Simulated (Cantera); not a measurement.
# Equilibrium for fluorocarbon and chlorocarbon gases: C2F6 + HCl

Charge: 1 mol C2F6, a varied amount of HCl, held at 1275 °C and 0.140 bar.

Equilibrium computed with Cantera from the NASA thermochemical tables; the gas is ideal and each condensed phase is pure. Candidate condensed phases: C, C6H6, C7H8, C8H18; 118 gas species. The feed counts by its element totals alone. Gases not in the tables: C2F6 and larger saturated fluorocarbons. Equilibrium is a limit: real reactors are often held back by kinetics, nucleation or transport.

```
n(HCl) (mol)  log p CF4  log p HF  log p Cl2  log p HCl  log p Cl  log p CClF3  n C(graphite)
------------  ---------  --------  ---------  ---------  --------  -----------  -------------
0.1               -0.90     -2.09      -2.76      -3.30     -2.48        -2.91          0.520
0.27              -0.97     -1.74      -2.28      -2.69     -2.24        -2.72          0.554
0.44              -1.03     -1.59      -2.09      -2.43     -2.14        -2.67          0.588
0.61              -1.09     -1.50      -1.97      -2.27     -2.08        -2.66          0.621
0.78              -1.14     -1.44      -1.90      -2.16     -2.05        -2.66          0.653
0.95              -1.19     -1.39      -1.85      -2.07     -2.02        -2.67          0.685
1.1               -1.22     -1.37      -1.81      -2.02     -2.00        -2.68          0.713
1.3               -1.27     -1.33      -1.77      -1.95     -1.98        -2.70          0.750
1.5               -1.32     -1.31      -1.74      -1.90     -1.97        -2.72          0.786
1.6               -1.34     -1.30      -1.73      -1.88     -1.96        -2.73          0.804
1.8               -1.39     -1.28      -1.71      -1.84     -1.95        -2.75          0.840
```
log p: log10 of the partial pressure in bar; n: condensed amount in mol.

From 0.1 mol HCl to 1.8 mol HCl the condensed part is C(graphite). The main C-bearing gas is CF4 throughout. The share of C in condensed phases is highest at 1.8 mol HCl (42.0 %) and lowest at 0.1 mol HCl (26.0 %).
